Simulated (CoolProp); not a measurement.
Benzene along the isobar 4.47 MPa: density (kg/m³) from the reference equation and from simpler models built on Tc = 288.9 °C, pc = 4.906 MPa, ω = 0.211; each cubic takes its own stable root.

Computed with CoolProp (reference Helmholtz-energy equation of state, Thol 2012).

| T (°C) | phase | reference | van der Waals | Redlich-Kwong | Soave-Redlich-Kwong | Peng-Robinson |
|---|---|---|---|---|---|---|
| 112.85 | liquid | 782.3 | 486.4 | 700.2 | 719.4 | 812.7 |
| 146.25 | liquid | 742.8 | 463.9 | … | 679.9 | 769.0 |
| 179.65 | liquid | … | 438.0 | 612.3 | 633.4 | 716.8 |
| 213.15 | liquid | 649.4 | 406.6 | 556.0 | … | 651.8 |
| 246.55 | liquid | 585.3 | 364.3 | 483.1 | 500.7 | 564.4 |
| 313.45 | gas | 110.1 | 107.4 | 110.3 | 108.4 | 113.1 |
| 346.85 | gas | 91.58 | … | 93.05 | 90.85 | 94.18 |

Question: Some entries are withheld; supply them.

Answer: 
- 146.25, Redlich-Kwong: 659.2
- 179.65, reference: 699.5
- 213.15, Soave-Redlich-Kwong: 576.4
- 346.85, van der Waals: 92.40
